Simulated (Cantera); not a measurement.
# Adiabatic ignition

An adiabatic, constant-volume homogeneous reactor starts with CH4 : O2 : N2 = 1 : 0.87 : 3.27 (molar parts), equivalence ratio 2.3, at 1223 K and 0.650 bar.

Cantera simulation using GRI-Mech 3.0 (53 species, 325 reactions); the numbers are that mechanism's predictions, not measurements.

| t (s) | T (K) | P (bar) | x CH4 | x O2 | x OH | x NO2 | x O | x C2H4 |
|---|---|---|---|---|---|---|---|---|
| 4.00e-6 | 1223 | 0.650 | 0.195 | 0.169 | 6.16e-12 | <1e-12 | 5.00e-12 | <1e-12 |
| 1.02e-5 | 1223 | 0.650 | 0.195 | 0.169 | 9.13e-12 | <1e-12 | 6.20e-12 | <1e-12 |
| 2.60e-5 | 1223 | 0.650 | 0.195 | 0.169 | 1.74e-11 | <1e-12 | 8.95e-12 | <1e-12 |
| 6.62e-5 | 1223 | 0.650 | 0.195 | 0.169 | 4.44e-11 | <1e-12 | 1.64e-11 | <1e-12 |
| 0.000169 | 1223 | 0.650 | 0.195 | 0.169 | 1.45e-10 | <1e-12 | 3.82e-11 | 5.25e-12 |
| 0.000430 | 1223 | 0.650 | 0.195 | 0.169 | 5.33e-10 | <1e-12 | 1.17e-10 | 1.30e-10 |
| 0.00110 | 1223 | 0.650 | 0.195 | 0.169 | 1.85e-9 | <1e-12 | 4.60e-10 | 4.64e-9 |
| 0.00279 | 1223 | 0.650 | 0.195 | 0.169 | 4.06e-9 | <1e-12 | 1.25e-9 | 1.29e-7 |
| 0.00711 | 1224 | 0.650 | 0.194 | 0.169 | 5.71e-9 | <1e-12 | 1.71e-9 | 1.03e-6 |
| 0.0181 | 1225 | 0.651 | 0.194 | 0.169 | 1.03e-8 | <1e-12 | 2.76e-9 | 6.07e-6 |
| 0.0462 | 1240 | 0.659 | 0.191 | 0.167 | 4.79e-8 | <1e-12 | 1.08e-8 | 8.43e-5 |
| 0.118 | 2405 | 1.56 | 1.52e-10 | 2.19e-6 | 0.000553 | 2.09e-10 | 1.06e-5 | <1e-12 |
| 0.300 | 2405 | 1.56 | 1.52e-10 | 2.19e-6 | 0.000554 | 2.02e-10 | 1.06e-5 | <1e-12 |
x: mole fraction; the columns are a selection and need not sum to one.

```json
{
  "time_of_steepest_temperature_rise": "70.3 ms",
  "temperature at 0.300 s": "2405 K",
  "equilibrium_temperature": "2405 K",
  "x(CH4) at 0.300 s": "1.52e-10 (gas-phase equilibrium 1.71e-10)",
  "x(O2) at 0.300 s": "2.19e-6 (gas-phase equilibrium 2.19e-6)",
  "x(OH) at 0.300 s": "0.000554 (gas-phase equilibrium 0.000554)"
}
```
